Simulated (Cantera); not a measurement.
A perfectly stirred reactor is fed with 14.1 % C2H6, 85.9 % H2, at 120 Torr; it is held at 1973 K, and followed from long to short residence time.

Model: GRI-Mech 3.0 (53 species, 325 reactions), integrated in Cantera. GRI-Mech 3.0 stops at C3 and has no aromatics, soot or wall deposition, so with more carbon than oxygen in the feed, carbon stays in small species such as C2H2 where larger ones or solid carbon would form.

### Question
Predict: x(C2H6) at τ = 23.0 s; x(H2) at τ = 23.0 s; x(CH2) at τ = 23.0 s; x(C2H2) at τ = 23.0 s; x(CH4) at τ = 23.0 s; x(C2H6) at τ = 88.0 ms; x(H2) at τ = 88.0 ms; x(CH2) at τ = 88.0 ms; x(C2H2) at τ = 88.0 ms; x(CH4) at τ = 88.0 ms.

### Answer
```
Item                      Value
----------------------  -------
x(C2H6) at τ = 23.0 s   5.02e-8
x(H2) at τ = 23.0 s       0.886
x(CH2) at τ = 23.0 s    3.94e-7
x(C2H2) at τ = 23.0 s     0.109
x(CH4) at τ = 23.0 s    0.00121
x(C2H6) at τ = 88.0 ms  1.04e-5
x(H2) at τ = 88.0 ms      0.878
x(CH2) at τ = 88.0 ms   4.20e-6
x(C2H2) at τ = 88.0 ms    0.104
x(CH4) at τ = 88.0 ms    0.0140
```
